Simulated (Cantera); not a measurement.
An isothermal, constant-pressure homogeneous reactor starts with NO : N2 : H2O = 1 : 0.92 : 0.011 (molar parts), at 1998 K and 100.0 Torr.

Cantera simulation using GRI-Mech 3.0 (53 species, 325 reactions); the numbers are that mechanism's predictions, not measurements.

Question: Predict: x(NO) at 2.00 s; x(N2O) at 2.00 s; x(O) at 2.00 s; x(NO2) at 2.00 s; x(O2) at 2.00 s; x(N2) at 2.00 s.

Answer: 
| Quantity | Result |
|---|---|
| x(NO) at 2.00 s | 0.281 (gas-phase equilibrium 0.00810) |
| x(N2O) at 2.00 s | 2.57e-5 (gas-phase equilibrium 1.60e-7) |
| x(O) at 2.00 s | 0.000637 (gas-phase equilibrium 0.000915) |
| x(NO2) at 2.00 s | 0.000132 (gas-phase equilibrium 5.62e-6) |
| x(O2) at 2.00 s | 0.117 (gas-phase equilibrium 0.254) |
| x(N2) at 2.00 s | 0.594 (gas-phase equilibrium 0.731) |
